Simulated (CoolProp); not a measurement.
Saturated liquid density (kg/m³) of normal hydrogen: the reference equation beside estimates from Tc = 33.1 K, pc = 1296 kPa, ω = -0.219. Rackett uses Z = 0.29056 − 0.08775 ω.

The numbers come from the reference Helmholtz-energy equation of state, Leachman 2009 in CoolProp.

```
T (K)  reference  Rackett  van der Waals  Peng-Robinson
-----  ---------  -------  -------------  -------------
22.9       67.73      ___            ___          82.38
24.1       66.05    68.72          52.81          79.12
25.3         ___    66.54          50.94            ___
26.5       62.21    64.19          48.90          71.82
27.7       59.95    61.61          46.66          67.66
28.9       57.36    58.72            ___          63.02
30.1       54.25    55.36            ___          57.72
31.3       50.26    51.15            ___          51.33
32.4       44.66    45.49          33.05          43.44
```

Task: Some entries are withheld; supply them.

Result: 
- 22.9, Rackett: 70.76
- 22.9, van der Waals: 54.55
- 25.3, reference: 64.23
- 25.3, Peng-Robinson: 75.62
- 28.9, van der Waals: 44.13
- 30.1, van der Waals: 41.21
- 31.3, van der Waals: 37.62

Absolute difference from the reference over all 9 rows, mean and median: Rackett 2.9 and 2.8 %, van der Waals 22.4 and 22.2 %, Peng-Robinson 12.1 and 12.9 %.
